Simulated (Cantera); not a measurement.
Thermodynamics of carbon deposition, reforming and gasification, feed acetone + CO₂

A closed system holds: 1 mol acetone, 0.12 mol CO₂, at 55.0 mbar.

These are equilibrium values from Cantera (NASA tables, ideal gas, pure condensed phases), not measurements of a reactor. Candidate condensed phases: C, C₆H₆, C₇H₈, C₈H₁₈, H₂O; 110 gas species. The feed counts by its element totals alone. Rates play no part.

```json
[
 {"T (°C)": "825", "x H₂": "0.706", "x CO": "0.291", "x H": "8.86e-8", "x C₂H₂ (acetylene)": "8.99e-9", "x H₂O": "0.00104", "x CH₄": "0.00100", "x CO₂": "0.000426", "x C₂H": "<1e-12", "n C(graphite)": "1.88"},
 {"T (°C)": "975", "x H₂": "0.707", "x CO": "0.292", "x H": "1.67e-6", "x C₂H₂ (acetylene)": "1.72e-7", "x H₂O": "0.000175", "x CH₄": "0.000307", "x CO₂": "4.64e-5", "x C₂H": "<1e-12", "n C(graphite)": "1.88"},
 {"T (°C)": "1125", "x H₂": "0.707", "x CO": "0.292", "x H": "1.70e-5", "x C₂H₂ (acetylene)": "1.73e-6", "x H₂O": "4.31e-5", "x CH₄": "0.000120", "x CO₂": "8.24e-6", "x C₂H": "<1e-12", "n C(graphite)": "1.88"},
 {"T (°C)": "1275", "x H₂": "0.707", "x CO": "0.292", "x H": "0.000110", "x C₂H₂ (acetylene)": "1.11e-5", "x H₂O": "1.40e-5", "x CH₄": "5.65e-5", "x CO₂": "2.07e-6", "x C₂H": "4.35e-12", "n C(graphite)": "1.88"},
 {"T (°C)": "1425", "x H₂": "0.707", "x CO": "0.292", "x H": "0.000518", "x C₂H₂ (acetylene)": "5.09e-5", "x H₂O": "5.55e-6", "x CH₄": "3.03e-5", "x CO₂": "6.73e-7", "x C₂H": "2.07e-10", "n C(graphite)": "1.88"},
 {"T (°C)": "1575", "x H₂": "0.706", "x CO": "0.292", "x H": "0.00190", "x C₂H₂ (acetylene)": "0.000182", "x H₂O": "2.56e-6", "x CH₄": "1.80e-5", "x CO₂": "2.65e-7", "x C₂H": "5.22e-9", "n C(graphite)": "1.88"},
 {"T (°C)": "1725", "x H₂": "0.702", "x CO": "0.292", "x H": "0.00573", "x C₂H₂ (acetylene)": "0.000532", "x H₂O": "1.33e-6", "x CH₄": "1.16e-5", "x CO₂": "1.21e-7", "x C₂H": "8.08e-8", "n C(graphite)": "1.88"},
 {"T (°C)": "1875", "x H₂": "0.694", "x CO": "0.290", "x H": "0.0148", "x C₂H₂ (acetylene)": "0.00133", "x H₂O": "7.51e-7", "x CH₄": "7.80e-6", "x CO₂": "6.16e-8", "x C₂H": "8.46e-7", "n C(graphite)": "1.87"},
 {"T (°C)": "2025", "x H₂": "0.676", "x CO": "0.288", "x H": "0.0336", "x C₂H₂ (acetylene)": "0.00289", "x H₂O": "4.49e-7", "x CH₄": "5.40e-6", "x CO₂": "3.42e-8", "x C₂H": "6.46e-6", "n C(graphite)": "1.85"},
 {"T (°C)": "2175", "x H₂": "0.644", "x CO": "0.282", "x H": "0.0681", "x C₂H₂ (acetylene)": "0.00557", "x H₂O": "2.77e-7", "x CH₄": "3.73e-6", "x CO₂": "2.01e-8", "x C₂H": "3.78e-5", "n C(graphite)": "1.83"},
 {"T (°C)": "2325", "x H₂": "0.591", "x CO": "0.274", "x H": "0.125", "x C₂H₂ (acetylene)": "0.00951", "x H₂O": "1.72e-7", "x CH₄": "2.48e-6", "x CO₂": "1.23e-8", "x C₂H": "0.000176", "n C(graphite)": "1.79"}
]
```
x: gas mole fraction; n: condensed amount in mol.

From 825 °C to 2325 °C the condensed part is C(graphite). The main C-bearing gas is CO throughout. The share of C in condensed phases is highest at 825 °C (60.3 %) and lowest at 2325 °C (57.4 %).
